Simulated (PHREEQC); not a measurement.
**Nickel, zinc or cadmium bath: an equilibrium model**

Dissolve 0.0077 mol/kgw ZnCl2 and 0.00013 mol/kgw H2SO4 at 85 °C. Closed to the air; pH follows from the charge balance.

All values are PHREEQC results (ion-association model, phreeqc.dat), not measurements.

Each row changes one thing in this solution. No solid was allowed to form.

```json
[
 {"case": "as made", "pH": "3.65", "ionic strength (mol/kgw)": "0.0208", "Cl- (mol/kgw)": "0.0142", "SO4-2 (mol/kgw)": "7.62e-5", "HSO4- (mol/kgw)": "4.96e-6"},
 {"case": "ZnCl2 from 0.0077 to 0.00847 mol/kgw", "pH": "3.65", "ionic strength (mol/kgw)": "0.0227", "Cl- (mol/kgw)": "0.0155", "SO4-2 (mol/kgw)": "7.51e-5", "HSO4- (mol/kgw)": "___"},
 {"case": "H2SO4 from 0.00013 to 6.5e-05 mol/kgw", "pH": "3.94", "ionic strength (mol/kgw)": "0.0207", "Cl- (mol/kgw)": "0.0142", "SO4-2 (mol/kgw)": "3.87e-5", "HSO4- (mol/kgw)": "___"},
 {"case": "ZnCl2 replaced by AlCl3 at the same molality", "pH": "___", "ionic strength (mol/kgw)": "0.0438", "Cl- (mol/kgw)": "___", "SO4-2 (mol/kgw)": "2.18e-5", "HSO4- (mol/kgw)": "6.37e-6"},
 {"case": "diluted 5-fold with water", "pH": "4.31", "ionic strength (mol/kgw)": "0.00452", "Cl- (mol/kgw)": "0.00300", "SO4-2 (mol/kgw)": "2.03e-5", "HSO4- (mol/kgw)": "3.60e-7"}
]
```

Task: What belongs in the gaps?

Result: 
- ZnCl2 from 0.0077 to 0.00847 mol/kgw, HSO4- (mol/kgw): 4.79e-6
- H2SO4 from 0.00013 to 6.5e-05 mol/kgw, HSO4- (mol/kgw): 1.29e-6
- ZnCl2 replaced by AlCl3 at the same molality, pH: 2.93
- ZnCl2 replaced by AlCl3 at the same molality, Cl- (mol/kgw): 0.0231

Some of these states are supersaturated (in Gibbsite (slow to form), for instance). Constants without temperature data keep their 25 °C values here.
